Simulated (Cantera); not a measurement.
A Cantera script and its output.

```python
import numpy as np
import cantera as ct

surf = ct.Interface("diamond.yaml", "diamond_100")
gas, bulk = surf.adjacent["gas"], surf.adjacent["diamond"]
k = surf.kinetics_species_index(bulk.species_names[0])
cover = ["c6HH", "c6H*", "c6*H", "c6**", "c6HM", "c6B"]

rows, drift = [], 0.0
print(f"{'T':>10s}{'um/h':>11s}" + "".join(f"{s:>11s}" for s in cover))
for v in [925, 975, 1025, 1075, 1125, 1175, 1225, 1275, 1325, 1375]:
    T, P, xH, xCH3 = v, 2800, 0.0011, 0.0005
    gas.TPX = T, P, {"H": xH, "CH3": xCH3, "CH4": 0.0068, "H2": 1 - xH - xCH3 - 0.0068}
    surf.TP = bulk.TP = T, P
    surf.coverages = "c6H*:0.1, c6HH:0.9"
    surf.advance_coverages(100.0)
    before = surf.coverages
    surf.advance_coverages(100.0)
    drift = max(drift, np.max(np.abs(surf.coverages - before) / (surf.coverages + 1e-9)))
    rate = surf.net_production_rates[k] * bulk.mean_molecular_weight / bulk.density * 3.6e9
    rows.append([rate, *surf[cover].coverages])
    print(f"{v:10.4g}{rate:11.4e}" + "".join(f"{x:11.3e}" for x in rows[-1][1:]))
```

It prints:

```
         T       um/h       c6HH       c6H*       c6*H       c6**       c6HM        c6B
       925 3.3242e+00  4.794e-01  8.662e-03  2.228e-01  3.382e-03  2.245e-01  9.020e-09
       975 4.1311e+00  4.810e-01  1.231e-02  2.709e-01  5.327e-03  1.723e-01  1.121e-08
      1025 4.2093e+00  4.892e-01  1.710e-02  3.268e-01  8.095e-03  1.125e-01  1.142e-08
      1075 3.2493e+00  4.958e-01  2.289e-02  3.850e-01  1.169e-02  5.611e-02  8.817e-09
      1125 2.0856e+00  4.876e-01  2.881e-02  4.312e-01  1.563e-02  2.192e-02  5.659e-09
      1175 1.4222e+00  4.684e-01  3.432e-02  4.618e-01  1.950e-02  7.645e-03  3.859e-09
      1225 1.2012e+00  4.472e-01  3.947e-02  4.816e-01  2.316e-02  2.621e-03  3.259e-09
      1275 1.1618e+00  4.287e-01  4.436e-02  4.946e-01  2.660e-02  9.111e-04  3.153e-09
      1325 1.0555e+00  4.143e-01  4.902e-02  5.028e-01  2.982e-02  3.201e-04  2.864e-09
      1375 7.6002e-01  4.042e-01  5.343e-02  5.072e-01  3.269e-02  1.145e-04  2.062e-09
```

Computed with Cantera and the Harris–Goodwin 1993 mechanism for the reconstructed diamond (100) surface.
